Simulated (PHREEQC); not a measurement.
## Brine

Solution (25 °C): 0.28 mol KCl and 0.016 mol MgCl2 per kg of water. Closed to the air; pH follows from the charge balance.

All values are PHREEQC results (ion-association model, phreeqc.dat), not measurements.

Each row changes one thing in this solution. This is a speciation only: nothing precipitates in the calculation.

| case | pH | ionic strength (mol/kgw) |
|---|---|---|
| as made | 6.76 | 0.328 |
| temperature from 25 to 15 °C | 6.95 | 0.328 |
| KCl from 0.28 to 0.252 mol/kgw | 6.76 | 0.300 |
| MgCl2 left out | 6.97 | 0.280 |
| MgCl2 replaced by HCl at the same molality | 1.90 | 0.296 |
| KCl left out | 6.70 | 0.0480 |
| temperature from 25 to 30 °C | 6.67 | 0.328 |
| KCl replaced by CdCl2 at the same molality | 5.21 | 0.292 |
